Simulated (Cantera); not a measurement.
An isothermal, constant-pressure homogeneous reactor starts with NO : N₂ = 1 : 0.2 (molar parts), at 2050 K and 130000 Pa. Integrator tolerance rtol = 1e-08.

Cantera simulation using GRI-Mech 3.0 (53 species, 325 reactions); the numbers are that mechanism's predictions, not measurements.

What does this change do: temperature 2050 to 1450 K?


```tsv
quantity	before	after
x(NO) at 7.00 s	0.0106 (gas-phase equilibrium 0.0105)	0.777 (gas-phase equilibrium 0.00116)
x(O₂) at 7.00 s	0.411 (gas-phase equilibrium 0.411)	0.0267 (gas-phase equilibrium 0.416)
x(O) at 7.00 s	0.000550 (gas-phase equilibrium 0.000550)	3.14e-7 (gas-phase equilibrium 1.14e-6)
x(NO₂) at 7.00 s	2.69e-5 (gas-phase equilibrium 2.67e-5)	0.00207 (gas-phase equilibrium 1.16e-5)
x(N₂) at 7.00 s	0.578 (gas-phase equilibrium 0.578)	0.194 (gas-phase equilibrium 0.583)
x(N₂O) at 7.00 s	5.77e-7 (gas-phase equilibrium 5.76e-7)	0.000197 (gas-phase equilibrium 7.06e-8)
```

What does this change do: temperature 2050 to 1875 K?


```json
[
 {"quantity": "x(NO) at 7.00 s", "before": "0.0106 (gas-phase equilibrium 0.0105)", "after": "0.0516 (gas-phase equilibrium 0.00642)"},
 {"quantity": "x(O₂) at 7.00 s", "before": "0.411 (gas-phase equilibrium 0.411)", "after": "0.391 (gas-phase equilibrium 0.413)"},
 {"quantity": "x(O) at 7.00 s", "before": "0.000550 (gas-phase equilibrium 0.000550)", "after": "0.000133 (gas-phase equilibrium 0.000136)"},
 {"quantity": "x(NO₂) at 7.00 s", "before": "2.69e-5 (gas-phase equilibrium 2.67e-5)", "after": "0.000173 (gas-phase equilibrium 2.21e-5)"},
 {"quantity": "x(N₂) at 7.00 s", "before": "0.578 (gas-phase equilibrium 0.578)", "after": "0.557 (gas-phase equilibrium 0.580)"},
 {"quantity": "x(N₂O) at 7.00 s", "before": "5.77e-7 (gas-phase equilibrium 5.76e-7)", "after": "1.40e-6 (gas-phase equilibrium 3.57e-7)"}
]
```
